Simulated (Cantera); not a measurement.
An isothermal, constant-pressure homogeneous reactor starts with C₂H₆ : N₂ = 1 : 20 (molar parts), at 1825 K and 1.00 bar. Integrator tolerance rtol = 1e-08.

Detailed kinetics in Cantera: GRI-Mech 3.0 (53 species, 325 reactions). GRI-Mech 3.0 stops at C3 and has no aromatics, soot or wall deposition, so with more carbon than oxygen in the feed, carbon stays in small species such as C2H2 where larger ones or solid carbon would form.

```csv
quantity,before,after
x(C₂H₆) at 10.0 s,7.15e-9 (gas-phase equilibrium 2.01e-9),3.93e-12 (gas-phase equilibrium 1.43e-12)
x(C₂H₂) at 10.0 s,0.0432 (gas-phase equilibrium 0.0120),0.0434 (gas-phase equilibrium 0.0121)
x(C₂H₄) at 10.0 s,7.32e-5 (gas-phase equilibrium 2.04e-5),1.96e-6 (gas-phase equilibrium 5.44e-7)
x(CH₂) at 10.0 s,1.33e-8 (gas-phase equilibrium 7.04e-9),1.09e-8 (gas-phase equilibrium 7.05e-9)
x(H₂) at 10.0 s,0.0864 (gas-phase equilibrium 0.0867),0.0865 (gas-phase equilibrium 0.0865)
x(C₂H) at 10.0 s,6.33e-7 (gas-phase equilibrium 1.76e-7),3.89e-6 (gas-phase equilibrium 1.08e-6)
```

Question: Name the change that produced these shifts.
(A) C2H6 1 to 7 parts
(B) pressure from 1.00 bar to 0.0267 bar
(C) C2H6 1 to 9 parts
(D) C2H6 1 to 0.47 parts

Answer: B, pressure from 1.00 bar to 0.0267 bar
